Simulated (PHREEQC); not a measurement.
Consider water at 80 °C with 12 mmol/kgw NaHS, 12 mmol/kgw NaHCO3 and 0.82 mmol/kgw FeCl2. Closed to the air; pH follows from the charge balance.

The numbers come from PHREEQC with the ion-association model, phreeqc.dat.

This is a speciation only: nothing precipitates in the calculation.

Question: Estimate the pH, ionic strength, specific conductance.

Answer: pH 8.00; ionic strength 0.0237 mol/kgw; specific conductance 5520 µS/cm.

Question: In which forms is S present?

Answer: HS- 80 %, Fe(HS)3- 11 %, Fe(HS)2 6.7 %, H2S 2.4 % of the S.

Constants without temperature data keep their 25 °C values here.
